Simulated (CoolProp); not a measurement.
Vapour-liquid equilibrium of chloromethane (R40) (1) + isobutene (2) at 0.662 MPa; x and y are mole fractions of (1).

Model: multi-fluid Helmholtz-energy mixture model, Thol 2014 and Lemmon 2005; pair parameters Bell 2016, in CoolProp.

```
x     bubble temperature (°C)  y at the bubble point  dew temperature at overall composition x (°C)  liquid density (mol/L)
----  -----------------------  ---------------------  ---------------------------------------------  ----------------------
0.05                     51.0                  0.093                                           52.0                   10.09
0.2                      45.5                      …                                           48.4                   10.94
0.35                     41.2                      …                                           44.6                   11.88
0.5                      37.9                  0.627                                           40.9                   12.94
0.65                     35.0                  0.749                                           37.3                   14.16
0.8                      32.6                  0.860                                           33.9                       …
0.95                     30.5                      …                                           30.8                   17.24
```

Q: What belongs in the gaps?

A: 
- 0.2, y at the bubble point: 0.317
- 0.35, y at the bubble point: 0.487
- 0.8, liquid density (mol/L): 15.58
- 0.95, y at the bubble point: 0.966

No azeotrope shows between x = 0.05 and 0.95.

The pair parameters rest on a limited set of measurements; away from them the model extrapolates.
